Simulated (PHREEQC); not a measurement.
# Leach liquor (model solution)

Solution (3.6 °C): 1 mmol/kgw H2SO4, 120 mmol/kgw LiCl and 53 mmol/kgw Na2SO4. Closed to the air; pH follows from the charge balance.

Model: ion-association model, phreeqc.dat, run in PHREEQC.

Each row changes one thing in this solution. This is a speciation only: nothing precipitates in the calculation.

```
case                                  pH  ionic strength (mol/kgw)  Na+ (mol/kgw)  SO4-2 (mol/kgw)  NaSO4- (mol/kgw)  HSO4- (mol/kgw)
----------------------------------  ----  ------------------------  -------------  ---------------  ----------------  ---------------
as made                             3.05                     0.258          0.101           0.0421           0.00512         0.000881
H2SO4 from 0.001 to 0.0005 mol/kgw  3.35                     0.258          0.101           0.0420           0.00511         0.000441
temperature from 3.6 to 40 °C       3.21                     0.257          0.100           0.0414           0.00590          0.00122
LiCl from 0.12 to 0.132 mol/kgw     3.05                     0.270          0.101           0.0417           0.00501         0.000869
diluted 5-fold with water           3.58                    0.0545         0.0208          0.00983          0.000407          9.25e-5
LiCl left out                       3.10                     0.146         0.0993           0.0463           0.00671          0.00103
```

Away from 25 °C the constants follow the database's enthalpies or fits; those with neither stay at their 25 °C values.
